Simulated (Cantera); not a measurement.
**Equilibrium for nitride etching: AlN + H2O + H2**

A closed system holds: 1 mol AlN, a varied amount of H2O, 0.39 mol H2, held at 850 K and 10.0 mbar.

Method: chemical equilibrium by Gibbs-energy minimisation in Cantera with the NASA 1993 tables (ideal gas, pure condensed phases). Candidate condensed phases: Al, AlN, Al2O3, H2O; 35 gas species. The numbers say what is thermodynamically allowed, not how fast it happens.

```json
[
 {"n(H2O) (mol)": "2", "x H2O": "0.173", "x H2": "0.654", "x N2": "0.173", "x NH3": "4.08e-6", "n Al2O3(s)": "0.500"},
 {"n(H2O) (mol)": "2.7", "x H2O": "0.334", "x H2": "0.526", "x N2": "0.139", "x NH3": "2.65e-6", "n Al2O3(s)": "0.500"},
 {"n(H2O) (mol)": "3.7", "x H2O": "0.479", "x H2": "0.412", "x N2": "0.109", "x NH3": "1.62e-6", "n Al2O3(s)": "0.500"},
 {"n(H2O) (mol)": "5", "x H2O": "0.594", "x H2": "0.321", "x N2": "0.0849", "x NH3": "9.83e-7", "n Al2O3(s)": "0.500"},
 {"n(H2O) (mol)": "6.7", "x H2O": "0.685", "x H2": "0.249", "x N2": "0.0659", "x NH3": "5.92e-7", "n Al2O3(s)": "0.500"},
 {"n(H2O) (mol)": "9", "x H2O": "0.758", "x H2": "0.191", "x N2": "0.0506", "x NH3": "3.49e-7", "n Al2O3(s)": "0.500"},
 {"n(H2O) (mol)": "12", "x H2O": "0.815", "x H2": "0.147", "x N2": "0.0388", "x NH3": "2.05e-7", "n Al2O3(s)": "0.500"},
 {"n(H2O) (mol)": "16", "x H2O": "0.858", "x H2": "0.112", "x N2": "0.0296", "x NH3": "1.20e-7", "n Al2O3(s)": "0.500"},
 {"n(H2O) (mol)": "22", "x H2O": "0.896", "x H2": "0.0826", "x N2": "0.0218", "x NH3": "6.51e-8", "n Al2O3(s)": "0.500"},
 {"n(H2O) (mol)": "29", "x H2O": "0.920", "x H2": "0.0632", "x N2": "0.0167", "x NH3": "3.82e-8", "n Al2O3(s)": "0.500"}
]
```
x: gas mole fraction; n: condensed amount in mol.

From 2 mol H2O to 29 mol H2O the condensed part is Al2O3(s).
